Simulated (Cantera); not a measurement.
Feed: 1 mol Si2Cl6, 16 mol NH3, 9.2 mol N2, held at 1575 K and 0.00370 bar.

Equilibrium computed with Cantera from the NASA thermochemical tables; the gas is ideal and each condensed phase is pure. Candidate condensed phases: NH4Cl, Si, Si3N4; 28 gas species. The feed counts by its element totals alone. The tables' values for SiCl3, SiCl are old estimates; treat these amounts as uncertain. Rates play no part.

Base state: H2 0.502, N2 0.378, HCl 0.101, SiCl2 0.0183, H 0.000484, SiCl3 0.000249, Cl 7.72e-5, SiCl 1.42e-5 (mole fractions); condensed: Si3N4(s).

Task: What changes in the equilibrium state with this change: temperature from 1575 K to 875 K?

Result: 
```tsv
species	before	after
H2	0.502	0.490
N2	0.378	0.370
HCl	0.101	0.139
SiCl2	0.0183	3.63e-9
SiCl4	8.87e-6	0.000251
H	0.000484	<1e-9
Cl	7.72e-5	<1e-9
SiCl	1.42e-5	<1e-9
SiCl3	0.000249	1.25e-7
Si3N4(s), mol	0.398	0.663
```

Task: What changes in the equilibrium state with this change: temperature from 1575 K to 1375 K?

Result: 
```
species          before    after
-------------  --------  -------
H2                0.502    0.491
N2                0.378    0.371
HCl               0.101    0.135
SiCl2            0.0183  0.00190
SiCl            1.42e-5  5.36e-8
H              0.000484  3.95e-5
Si3N4(s), mol     0.398    0.637
```
The tables' values for SiCl3 are old estimates; treat these amounts as uncertain.
